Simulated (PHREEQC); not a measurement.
PHREEQC input (ion-association model, wateq4f.dat):

```
SOLUTION_MASTER_SPECIES
  An  An-  0  An  62.0  # stands for a non-complexing anion
SOLUTION_SPECIES
  An- = An-
    -log_k 0
    -gamma 3.0 0
PHASES
  Fix_H+
    H+ = H+
    -log_k 0
SOLUTION 1
  temp 25
  units mmol/kgw
  pH 7 charge
  Cl 26
  Sr 13
  Na 300
  An 300
END
SELECTED_OUTPUT 1
  -reset false
  -pH true
  -pe true
  -ionic_strength true
  -water true
  -totals Cl Na Sr
  -molalities Hfo_wOH Hfo_wOH2+ Hfo_wO- Hfo_sOH Hfo_sOH2+ Hfo_sO- Hfo_sOHSr+2 Hfo_wOSr+ Hfo_wOSrOH
  -saturation_indices Halite
USER_PUNCH 1
  -headings sigma psi
  10 PUNCH EDL("sigma", "Hfo"), EDL("psi", "Hfo")
PRINT
  -reset false
USE solution 1
SURFACE 1
  Hfo_wOH 0.00719101 600 3.2
  Hfo_sOH 0.000179775
EQUILIBRIUM_PHASES 1
  Fix_H+ -4 HAn 10
    -force_equality true
  O2(g) -0.68 10
END
# ... the last block is repeated for the other 16 points of pH, with NaOH or the acid as the point needs
```

Selected output (columns that matter, 17 of 17 rows; pH added in front):

```
pH	mu	Cl	Na	Sr	m_Hfo_wOH	m_Hfo_wOH2+	m_Hfo_wO-	m_Hfo_sOH	m_Hfo_sOH2+	m_Hfo_sO-	m_Hfo_sOHSr+2	si_Halite	sigma	psi
4	0.34262	0.026	0.3	0.013	0.00037277	0.0068178	4.6691e-07	9.3034e-06	0.00017015	1.1653e-08	3.0531e-07	-4.0063	0.3512	0.11996
4.5	0.34225	0.026	0.3	0.012999	0.00091969	0.0062682	3.0912e-06	2.2859e-05	0.0001558	7.6833e-08	1.042e-06	-4.0062	0.3228	0.11574
5	0.34174	0.026	0.3	0.012996	0.0018236	0.0053532	1.4231e-05	4.4632e-05	0.00013102	3.483e-07	3.7747e-06	-4.0061	0.27527	0.1078
5.5	0.34112	0.026	0.3	0.012986	0.0029025	0.004243	4.5484e-05	6.69e-05	9.78e-05	1.0484e-06	1.4027e-05	-4.006	0.21723	0.096134
6	0.34046	0.026	0.3	0.012953	0.0039139	0.0031661	0.00011084	7.2551e-05	5.8688e-05	2.0547e-06	4.6481e-05	-4.0058	0.16107	0.081759
6.5	0.33981	0.026	0.3	0.012892	0.0047147	0.0022488	0.00022644	4.803e-05	2.2909e-05	2.3069e-06	0.00010653	-4.0057	0.11343	0.065752
7	0.33925	0.026	0.3	0.012837	0.0052259	0.0015553	0.00040227	1.8021e-05	5.363e-06	1.3872e-06	0.000155	-4.0056	0.074106	0.048293
7.5	0.33874	0.026	0.3	0.012775	0.005439	0.0010628	0.00063763	4.7025e-06	9.1892e-07	5.5129e-07	0.0001736	-4.0055	0.041426	0.029522
8	0.33835	0.026	0.30065	0.012516	0.0052574	0.00064295	0.00098483	1.2571e-06	1.5373e-07	2.3548e-07	0.00017813	-4.0045	0.016062	0.011985
8.5	0.3377	0.025999	0.3025	0.011728	0.004201	0.00024464	0.0016526	5.9392e-07	3.4587e-08	2.3363e-07	0.0001789	-4.0017	0.0019479	0.0014678
9	0.33671	0.025998	0.30467	0.01069	0.0024228	5.2004e-05	0.0025858	4.7889e-07	1.0279e-08	5.1111e-07	0.00017876	-3.9984	-0.0032711	-0.002468
9.5	0.33601	0.025997	0.30623	0.0099424	0.0010304	7.4281e-06	0.0032741	4.5393e-07	3.2725e-09	1.4424e-06	0.00017786	-3.996	-0.0053207	-0.004016
10	0.33569	0.025997	0.30719	0.0095242	0.0003608	8.45e-07	0.0035293	4.4173e-07	1.0345e-09	4.3209e-06	0.00017499	-3.9946	-0.0062369	-0.0047079
10.5	0.33565	0.025997	0.30825	0.0091618	0.00011229	8.4763e-08	0.0034077	4.2089e-07	3.1772e-10	1.2773e-05	0.00016656	-3.9931	-0.006888	-0.0051981
11	0.33607	0.025997	0.3105	0.0085605	3.0754e-05	7.5589e-09	0.0028664	3.702e-07	9.0991e-11	3.4505e-05	0.00014488	-3.99	-0.0078917	-0.0059488
11.5	0.33836	0.025997	0.31562	0.0076425	6.8643e-06	5.5908e-10	0.0019307	2.7087e-07	2.2061e-11	7.6187e-05	0.00010329	-3.9834	-0.0095277	-0.0071505
12	0.34764	0.025997	0.32776	0.0067536	1.1756e-06	3.1726e-11	0.00099793	1.4825e-07	4.001e-12	0.00012585	5.3756e-05	-3.9689	-0.011291	-0.0083505
```

Species that the database lacks are ignored.
